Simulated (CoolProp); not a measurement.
Vapour-liquid equilibrium of R143a (1) + R134a (2) at 0.778 MPa; x and y are mole fractions of (1).

Model: multi-fluid Helmholtz-energy mixture model, Lemmon and Jacobsen 2000 and Tillner-Roth 1994; pair parameters Lemmon 2004, in CoolProp.

```tsv
x	bubble temperature (°C)	y at the bubble point	dew temperature at overall composition x (°C)	liquid density (mol/L)
0.05	29.0	0.080	29.5	11.65
0.2	25.0	0.294	26.8	11.71
0.35	21.2	0.476	23.9	11.76
0.5	17.7	0.630	20.7	11.80
0.65	14.5	?	17.3	?
0.8	11.4	?	13.4	11.86
0.95	8.5	0.971	9.1	11.87
```

Complete the blanks.


- 0.65, y at the bubble point: 0.762
- 0.65, liquid density (mol/L): 11.83
- 0.8, y at the bubble point: 0.874

No azeotrope shows between x = 0.05 and 0.95.

The pair parameters rest on a limited set of measurements; away from them the model extrapolates.
